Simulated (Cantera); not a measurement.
An isothermal, constant-pressure homogeneous reactor starts with 0.636 % H₂, 99.4 % O₂, at 1425 K and 20.0 Torr.

Computed with Cantera and GRI-Mech 3.0 (53 species, 325 reactions). Radical loss at walls, strong at low pressure, is not modelled.

x: mole fraction; the columns are a selection and need not sum to one.

| t (s) | x H₂ | x O₂ | x HO₂ | x O | x H₂O |
|---|---|---|---|---|---|
| 0.000100 | 0.00636 | 0.994 | 4.15e-8 | 4.51e-8 | 9.91e-9 |
| 0.000203 | 0.00636 | 0.994 | 8.41e-8 | 1.25e-7 | 5.17e-8 |
| 0.000412 | 0.00636 | 0.994 | 1.70e-7 | 4.57e-7 | 3.16e-7 |
| 0.000835 | 0.00635 | 0.994 | 3.46e-7 | 3.40e-6 | 3.25e-6 |
| 0.00169 | 0.00615 | 0.993 | 7.01e-7 | 0.000139 | 0.000147 |
| 0.00344 | [?] | 0.988 | 6.63e-7 | 0.00504 | 0.00526 |
| 0.00697 | 1.59e-5 | 0.988 | 4.69e-7 | 0.00556 | 0.00584 |
| 0.0141 | 1.52e-5 | 0.988 | 4.59e-7 | 0.00536 | 0.00586 |
| 0.0287 | 1.42e-5 | 0.988 | 4.42e-7 | 0.00498 | 0.00588 |
| 0.0582 | [?] | 0.989 | 4.10e-7 | 0.00433 | 0.00592 |
| 0.118 | [?] | 0.990 | 3.56e-7 | 0.00334 | 0.00598 |
| 0.240 | [?] | 0.991 | 2.77e-7 | 0.00215 | 0.00607 |
| 0.486 | [?] | 0.992 | 1.84e-7 | 0.00110 | 0.00616 |
| 0.986 | [?] | 0.993 | 1.04e-7 | 0.000446 | 0.00624 |
| 2.00 | [?] | 0.993 | 5.31e-8 | 0.000155 | 0.00630 |

Fill in the missing entries.


- 0.00344, x H₂: 0.000325
- 0.0582, x H₂: 1.24e-5
- 0.118, x H₂: 9.66e-6
- 0.240, x H₂: 6.30e-6
- 0.486, x H₂: 3.26e-6
- 0.986, x H₂: 1.34e-6
- 2.00, x H₂: 4.70e-7
